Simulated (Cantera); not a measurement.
A closed system holds: 1 mol N2O, 4.7 mol H2, 19 mol N2, at 158000 Torr.

Cantera equilibrium calculation (NASA polynomials, part measured and part estimated; ideal gas, pure solids and liquids). Candidate condensed phases: H2O; 24 gas species. The ideal-gas law is rough above about 30 bar. Equilibrium is a limit: real reactors are often held back by kinetics, nucleation or transport. All values below are at 2348 K.

Base state: N2 0.810, H2 0.149, H2O 0.0405, H 0.000329, NH3 0.000134, OH 1.53e-5 (mole fractions); condensed: gas only.

Q: What changes in the equilibrium state with this change: pressure from 158000 Torr to 51.8 Torr?

A: 
```
species    before     after
-------  --------  --------
N2          0.810     0.802
H2          0.149     0.140
H2O        0.0405    0.0391
H        0.000329    0.0176
NH3      0.000134   3.99e-8
O         2.29e-8   7.16e-5
NO        1.94e-6  0.000110
```

Q: What changes in the equilibrium state with this change: N2O replaced by CO2?

A: 
```json
[
 {"species": "N2", "before": "0.810", "after": "0.769"},
 {"species": "H2", "before": "0.149", "after": "0.151"},
 {"species": "H2O", "before": "0.0405", "after": "0.0388"},
 {"species": "CO", "before": "0", "after": "0.0387"},
 {"species": "CO2", "before": "0", "after": "0.00173"},
 {"species": "HCN", "before": "0", "after": "1.86e-5"},
 {"species": "OH", "before": "1.53e-5", "after": "1.46e-5"},
 {"species": "NH3", "before": "0.000134", "after": "0.000133"}
]
```
Further candidate phases: C, C6H6, C7H8, C8H18.
